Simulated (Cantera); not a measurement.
A closed system holds: 1 mol C2H4, 2 mol H2O, 2 mol H2, equilibrated at 39800 Torr.

Cantera equilibrium calculation (NASA polynomials, part measured and part estimated; ideal gas, pure solids and liquids). Candidate condensed phases: C, C6H6, C7H8, C8H18, H2O; 110 gas species. The ideal-gas law is rough above about 30 bar. Equilibrium is a limit: real reactors are often held back by kinetics, nucleation or transport.

x: gas mole fraction; nothing condenses.

```
T (K)    x H2     x CH4    x H2O      x CO     x CO2       x H  x C2H2 (acetylene)
-----  ------  --------  -------  --------  --------  --------  ------------------
773    0.0912     0.454    0.432  0.000911    0.0221    <1e-12              <1e-12
923     0.214     0.386    0.343    0.0133    0.0436  1.56e-11            1.19e-11
1073    0.382     0.275    0.231    0.0679    0.0445   1.19e-9             1.65e-9
1223    0.549     0.150    0.126     0.151    0.0238   3.06e-8             4.25e-8
1373    0.658    0.0672   0.0583     0.207   0.00892   3.71e-7             3.84e-7
1523    0.709    0.0295   0.0264     0.232   0.00322   2.67e-6             1.94e-6
1673    0.730    0.0141   0.0128     0.242   0.00128   1.34e-5             6.99e-6
1823    0.739   0.00738  0.00687     0.246  0.000584   5.12e-5             1.99e-5
1973    0.744         …        …     0.247         …         …                   …
2123    0.746   0.00255  0.00262     0.248  0.000174  0.000426             9.47e-5
2273    0.747         …        …     0.249         …         …                   …
2423    0.746   0.00101  0.00146     0.249   8.13e-5   0.00210            0.000231
2573    0.745  0.000641  0.00123     0.249   6.41e-5   0.00407            0.000288
```

Question: Fill in the missing entries.

Answer: 
- 2273, x CH4: 0.00159
- 2273, x H2O: 0.00187
- 2273, x CO2: 0.000113
- 2273, x H: 0.000997
- 2273, x C2H2 (acetylene): 0.000161
- 1973, x CH4: 0.00421
- 1973, x H2O: 0.00405
- 1973, x CO2: 0.000301
- 1973, x H: 0.000160
- 1973, x C2H2 (acetylene): 4.72e-5
